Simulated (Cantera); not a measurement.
# Low-pressure radical oxidation in H2/O2

An isothermal, constant-pressure homogeneous reactor starts with H2 : O2 = 0.067 : 1 (molar parts), at 1125 K and 10.5 Torr.

Detailed kinetics in Cantera: GRI-Mech 3.0 (53 species, 325 reactions). Radical loss at walls, strong at low pressure, is not modelled. The temperature is held fixed by assumption; the heat of reaction is taken as removed at once.

| t (s) | x H2 | x O2 | x O | x H | x OH |
|---|---|---|---|---|---|
| 1.00e-5 | 0.0628 | 0.937 | 9.58e-12 | 1.16e-10 | 9.27e-12 |
| 3.15e-5 | 0.0628 | 0.937 | 8.45e-11 | 3.23e-10 | 7.64e-11 |
| 9.92e-5 | 0.0628 | 0.937 | 6.73e-10 | 9.04e-10 | 5.13e-10 |
| 0.000312 | 0.0628 | 0.937 | 6.74e-9 | 4.80e-9 | 4.15e-9 |
| 0.000984 | 0.0628 | 0.937 | 5.83e-7 | 3.63e-7 | 3.39e-7 |
| 0.00310 | 0.0150 | 0.906 | 0.0209 | 0.0151 | 0.00583 |
| 0.00976 | 0.00103 | 0.904 | 0.0272 | 0.00849 | 0.00284 |
| 0.0307 | 0.000454 | 0.922 | 0.0115 | 0.00233 | 0.00188 |
| 0.0968 | 8.45e-5 | 0.933 | 0.00212 | 0.000182 | 0.000808 |
| 0.305 | 9.84e-6 | 0.935 | 0.000251 | 7.44e-6 | 0.000279 |
| 0.960 | 1.26e-6 | 0.935 | 3.30e-5 | 3.57e-7 | 0.000102 |
| 3.02 | 2.16e-7 | 0.935 | 5.78e-6 | 2.61e-8 | 4.25e-5 |
| 9.53 | 4.72e-8 | 0.935 | 1.28e-6 | 2.73e-9 | 2.00e-5 |
| 30.0 | 1.21e-8 | 0.935 | 3.34e-7 | 3.63e-10 | 1.02e-5 |
x: mole fraction; the columns are a selection and need not sum to one.

Equilibrium at this temperature and pressure: H2 1.37e-9, O2 0.935, O 3.80e-8, H 1.40e-11, OH 3.44e-6 (gas phase only).
